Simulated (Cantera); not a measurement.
**Ammonia decomposition in nitride growth gas**

An isothermal, constant-pressure homogeneous reactor starts with NH3 : N2 = 1 : 3.4 (molar parts), at 1775 K and 0.987 atm.

Cantera simulation using the gas-phase N/H chemistry of the illustrative SiF4/NH3 mechanism in the Surface Chemkin manual (1991); the numbers are that mechanism's predictions, not measurements. Walls and surfaces, which speed up NH3 decomposition in real reactors, are not modelled.

```csv
t (s),x NH3,x NH2,x NH,x H,x H2
4.00e-5,0.227,1.20e-5,4.35e-9,4.75e-8,6.00e-6
0.000104,0.227,3.11e-5,3.98e-8,4.96e-8,1.59e-5
0.000271,0.227,7.81e-5,2.31e-7,6.62e-8,4.64e-5
0.000704,0.227,0.000156,6.61e-7,1.52e-7,0.000185
0.00183,0.227,0.000184,8.73e-7,3.59e-7,0.000752
0.00477,0.225,0.000181,9.55e-7,8.28e-7,0.00231
0.0124,0.222,0.000173,1.11e-6,1.98e-6,0.00630
0.0323,0.214,0.000159,1.32e-6,4.72e-6,0.0163
0.0839,0.194,0.000141,1.47e-6,1.11e-5,0.0400
0.218,0.154,0.000116,1.45e-6,2.53e-5,0.0890
0.568,0.0923,7.77e-5,1.18e-6,5.26e-5,0.165
1.48,0.0348,3.63e-5,7.09e-7,9.28e-5,0.235
3.84,0.00879,1.13e-5,2.77e-7,0.000130,0.267
10.0,0.00225,3.20e-6,8.65e-8,0.000148,0.275
```
x: mole fraction; the columns are a selection and need not sum to one.

Equilibrium at this temperature and pressure: NH3 3.79e-6, NH2 5.54e-9, NH 1.54e-10, H 0.000154, H2 0.278 (gas phase only).
